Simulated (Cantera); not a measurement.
Cantera run:

```python
import numpy as np
import cantera as ct

gas_names = """
    C CH CH2 CH3 CH2OH CH3O CH4 CH3OH CO CO2 COOH C2 C2H CHCO,ketyl C2H2,acetylene C2H2,vinylidene
    CH2CO,ketene C2H3,vinyl CH3CO,acetyl C2H4 C2H4O,ethylen CH3CHO,ethanal CH3COOH (HCOOH)2 C2H5 C2H6
    CH3OCH3 C2H5OH C2O C3 C3H3,propargyl C3H4,allene C3H4,propyne C3H4,cyclo- C3H5,allyl C3H6,propylene
    C3H6,cyclo- C3H6O C3H7,n-propyl C3H7,i-propyl C3H8 C3H8O,1propanol C3H8O,2propanol C3O2 C4 C4H2
    C4H4,1,3-cyclo- C4H6,butadiene C4H6,2-butyne C4H6,cyclo- C4H8,1-butene C4H8,cis2-buten
    C4H8,tr2-butene C4H8,isobutene C4H8,cyclo- (CH3COOH)2 C4H9,n-butyl C4H9,i-butyl C4H9,s-butyl
    C4H9,t-butyl C4H10,isobutane C4H10,n-butane C5 C5H6,1,3cyclo- C5H8,cyclo- C5H10,1-pentene
    C5H10,cyclo- C5H11,pentyl C5H11,t-pentyl C5H12,n-pentane C5H12,i-pentane CH3C(CH3)2CH3 C6H2
    C6H5,phenyl C6H5O,phenoxy C6H6 C6H5OH,phenol C6H10,cyclo- C6H12,1-hexene C6H12,cyclo- C6H13,n-hexyl
    C7H7,benzyl C7H8 C7H8O,cresol C7H14,1-heptene C7H15,n-heptyl C7H16,n-heptane C8H8,styrene
    C8H10,ethylbenz C8H16,1-octene C8H17,n-octyl C8H18,isooctane C8H18,n-octane C9H19,n-nonyl
    C10H8,naphthale C10H21,n-decyl C12H9,o-bipheny C12H10,bipheny H HCO HO2 H2 HCHO,formaldehy HCOOH H2O
    H2O2 O OH O2 O3 Ta TaO TaO2
""".split()
cond_names = """
    C(gr) C6H6(L) C7H8(L) C8H18(L),n-octa H2O(s) H2O(L) Ta(cr) Ta(L) TaC(s) TaC(L) Ta2O5(s) Ta2O5(L)
""".split()


def load(file, names, dense=False):
    # The tables refer to 1 bar. Condensed volumes are neglected.
    table = {s.name: s for s in ct.Species.list_from_file(file)}
    out = []
    for n in names:
        d = dict(table[n].input_data)
        d["thermo"] = dict(d["thermo"], **{"reference-pressure": 1e5})
        if dense:
            d["equation-of-state"] = {"model": "constant-volume", "density": "1e6 g/cm^3"}
        out.append(ct.Species.from_dict(d))
    return out


gas = ct.Solution(thermo="ideal-gas", species=load("nasa_gas.yaml", gas_names))
cond = {s.name: ct.Solution(thermo="fixed-stoichiometry", species=[s], name=s.name)
        for s in load("nasa_condensed.yaml", cond_names, dense=True)}
atoms = {
    'Ta2O5': {'Ta': 2, 'O': 5},
    'CO': {'C': 1, 'O': 1},
    'H2': {'H': 2},
}
top_T = {'C(gr)': 4500}  # K; cautious upper limits of use, not melting points


def equilibrate(T, P, feed):
    n = {}
    for name, mol in feed.items():
        for a, k in atoms[name].items():
            n[a] = n.get(a, 0.0) + k * mol
    gas.TPX = T, P, n
    mass = sum(n.values()) * gas.mean_molecular_weight
    gas.equilibrate("TP")
    valid = [c for c in cond.values() if c.min_temp <= T <= top_T.get(c.name, c.max_temp)]
    mix = ct.Mixture([(gas, mass / gas.mean_molecular_weight)] + [(c, 0.0) for c in valid])
    mix.T, mix.P = T, P
    mix.equilibrate("TP", solver="vcs", rtol=1e-11, max_steps=5000)
    return mix


results = []
feed = {'Ta2O5': 1, 'CO': 0.69, 'H2': 6.3}  # mol
T = 1398.15  # K
P = 8200  # Pa
mix = equilibrate(T, P, feed)
results.append((T, P, feed, dict(zip(mix.species_names, mix.species_moles))))
x = sorted(zip(gas.X, gas.species_names), reverse=True)
print(f"T = {T:g} K  P = {P:g} Pa  gas = {mix.phase_moles(0):.4g} mol")
print("   x: " + "  ".join(f"{s} {v:.3e}" for v, s in x if v > 1e-06))
print("   condensed (mol): " + ("  ".join(f"{mix.phase(i).name} {mix.phase_moles(i):.4g}"
      for i in range(1, mix.n_phases) if mix.phase_moles(i) > 1e-12) or "none"))
```

It prints:

```
T = 1398.15 K  P = 8200 Pa  gas = 6.988 mol
   x: H2 9.005e-01  CO 9.838e-02  H2O 1.031e-03  CO2 5.207e-05  H 1.571e-05  CH4 7.734e-06
   condensed (mol): TaC(s) 0.002147  Ta2O5(s) 0.9989
```

These are equilibrium values from Cantera (NASA tables, ideal gas, pure condensed phases), not measurements of a reactor. Mutual solubility and eutectic melting of coexisting phases are not modelled. TaC: taken at fixed stoichiometry. Condensed phases not in the tables: Ta2C.
